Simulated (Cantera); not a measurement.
A closed system holds: 1 mol CCl4, 0.42 mol F2, a varied amount of H2, held at 1925 K and 0.100 bar.

Equilibrium computed with Cantera from the NASA thermochemical tables; the gas is ideal and each condensed phase is pure. Candidate condensed phases: C, C6H6, C7H8, C8H18; 118 gas species. Gases not in the tables: C2F6 and larger saturated fluorocarbons. Rates play no part.

x: gas mole fraction; n: condensed amount in mol.

| n(H2) (mol) | x HCl | x Cl | x H2 | x HF | x Cl2 | x CF4 | n C(graphite) |
|---|---|---|---|---|---|---|---|
| 0.43 | 0.0454 | 0.643 | 2.58e-8 | 0.162 | 0.138 | [?] | 0.954 |
| 0.67 | 0.117 | 0.579 | 2.12e-7 | 0.191 | 0.112 | [?] | 0.997 |
| 1 | 0.258 | 0.479 | 1.51e-6 | 0.187 | 0.0763 | [?] | 1.000 |
| 1.6 | 0.501 | 0.292 | 1.53e-5 | 0.178 | 0.0284 | [?] | 1.000 |
| 2.5 | 0.796 | 0.0122 | 0.0221 | 0.170 | 4.94e-5 | <1e-12 | 1.000 |
| 3.9 | 0.629 | 0.00295 | 0.234 | 0.133 | 2.90e-6 | <1e-12 | 0.999 |
| 6 | 0.473 | 0.00165 | 0.424 | 0.0996 | 9.07e-7 | <1e-12 | 0.997 |

Problem. What belongs in the gaps?

Solution. 
- 0.43, x CF4: 0.00834
- 0.67, x CF4: 0.000239
- 1, x CF4: 4.31e-6
- 1.6, x CF4: 3.50e-8
